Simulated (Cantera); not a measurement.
Charge: 1 mol Si, 0.043 mol CO2, 760 mol N2, at 1448 K and 0.850 Pa.

Cantera equilibrium calculation (NASA polynomials, part measured and part estimated; ideal gas, pure solids and liquids). Candidate condensed phases: C, Si, SiC, SiO2, Si2N2O, Si3N4; 34 gas species. Mutual solubility and eutectic melting of coexisting phases are not modelled. Equilibrium is a limit: real reactors are often held back by kinetics, nucleation or transport.

Base state: N2 1.000, Si 0.000344, SiO 0.000111 (mole fractions); condensed: Si(s) + SiC(s).

### Question
What changes in the equilibrium state with this change: temperature from 1448 K to 1150 K?

### Answer
```
species           before    after
--------------  --------  -------
N2                 1.000    1.000
CO               2.47e-6  1.14e-5
SiO             0.000111  1.26e-7
Si              0.000344    <1e-9
Si(s), mol         0.608        0
SiC(s), mol       0.0409   0.0344
Si2N2O(s), mol         0   0.0773
Si3N4(s), mol          0    0.270
```
N2 is the only nitrogen source here; it is nearly inert below about 1500 K, so the nitride shown seldom forms there in practice.
